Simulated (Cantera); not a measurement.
## TEOS + O₃ (silicon oxide and oxynitride deposition)

A closed system holds: 1 mol TEOS, 0.12 mol O₃, equilibrated at 19000 Pa.

Cantera equilibrium calculation (NASA polynomials, part measured and part estimated; ideal gas, pure solids and liquids). Candidate condensed phases: C, C₆H₆, C₇H₈, C₈H₁₈, H₂O, Si, SiC, SiO₂; 123 gas species. The feed counts by its element totals alone. The tables hold silica as quartz up to 1696 K and as liquid above; real silica turns to tridymite and cristobalite and melts near 1996 K. Equilibrium is a limit: real reactors are often held back by kinetics, nucleation or transport.

From 852 °C to 1202 °C the condensed part is C(graphite) + SiO₂(β-quartz).

```
T (°C)   x H₂   x CO     x CH₄     x H₂O     x CO₂     x SiO      x H  n C(graphite)  n SiO₂(β-quartz)
------  -----  -----  --------  --------  --------  --------  -------  -------------  ----------------
852     0.805  0.189   0.00355   0.00186  0.000398  1.81e-12  9.14e-8           5.62              1.00
902     0.806  0.190   0.00236   0.00101  0.000186  4.06e-11  2.53e-7           5.63              1.00
952     0.807  0.191   0.00163  0.000575   9.24e-5  7.05e-10  6.42e-7           5.63              1.00
1002    0.808  0.191   0.00115  0.000341   4.85e-5   9.74e-9  1.52e-6           5.63              1.00
1052    0.808  0.191  0.000833  0.000211   2.67e-5   1.10e-7  3.37e-6           5.63             1.000
1102    0.808  0.191  0.000618  0.000135   1.54e-5   1.04e-6  7.07e-6           5.63             1.000
1152    0.808  0.191  0.000468   8.91e-5   9.25e-6   8.32e-6  1.41e-5           5.64             1.000
1202    0.809  0.191  0.000361   6.05e-5   5.76e-6   5.77e-5  2.68e-5           5.64             0.999
```
x: gas mole fraction; n: condensed amount in mol.
